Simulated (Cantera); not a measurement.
## Carbothermic reduction: CuO + CO + CH4

A closed system holds: 1 mol CuO, 3.5 mol CO, 0.8 mol CH4, held at 2250 K.

Cantera equilibrium calculation (NASA polynomials, part measured and part estimated; ideal gas, pure solids and liquids). Candidate condensed phases: C, C6H6, C7H8, C8H18, Cu, CuO, Cu(OH)2, Cu2O, H2O; 113 gas species. The numbers say what is thermodynamically allowed, not how fast it happens.

```csv
P (Pa),log p CO,log p H2,log p H,log p Cu,log p H2O,log p CO2,log p O,n Cu(l)
10,-4.27,-5.06,-4.66,-4.89,-6.10,-6.04,-6.28,0
42,-3.62,-4.25,-4.25,-4.25,-5.25,-5.36,-6.25,0
180,-2.97,-3.51,-3.89,-3.60,-4.53,-4.73,-6.26,0
750,-2.35,-2.84,-3.55,-2.97,-3.88,-4.12,-6.28,0
3200,-1.71,-2.19,-3.22,-2.34,-3.23,-3.49,-6.29,0
13000,-1.10,-1.57,-2.91,-1.73,-2.62,-2.88,-6.29,0
56000,-0.42,-0.89,-2.57,-1.47,-1.94,-2.21,-6.29,0.615
240000,0.23,-0.23,-2.25,-1.47,-1.28,-1.56,-6.29,0.914
1000000,0.85,0.39,-1.93,-1.47,-0.66,-0.93,-6.29,0.980
```
log p: log10 of the partial pressure in bar; n: condensed amount in mol.

From 0.000100 bar to 0.130 bar nothing is condensed. From 0.560 bar to 10.0 bar the condensed part is Cu(l). The main Cu-bearing gas is Cu throughout.
